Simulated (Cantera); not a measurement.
A closed system holds: 1 mol Al, 8.9 mol CO, 77 mol N₂, equilibrated at 1100 °C and 5.00 mbar.

Cantera equilibrium calculation (NASA polynomials, part measured and part estimated; ideal gas, pure solids and liquids). Candidate condensed phases: Al, AlN, Al₂O₃, C; 32 gas species. Kinetics and transport are ignored.

Base state: N₂ 0.912, CO 0.0877 (mole fractions); condensed: Al₂O₃(s) + C(graphite).

Problem. What changes in the equilibrium state with this change: 0.37 mol CH₄ added?

Solution. 
```tsv
species	before	after
N₂	0.912	0.904
CO	0.0877	0.0870
H₂	0	0.00867
HCN	0	3.52e-5
Al₂O₃(s), mol	0.500	0.497
C(graphite), mol	1.50	1.86
AlN(s), mol	0	0.00508
```
Mutual solubility and eutectic melting of coexisting phases are not modelled. Further candidate phases: C₆H₆, C₇H₈, C₈H₁₈, H₂O.
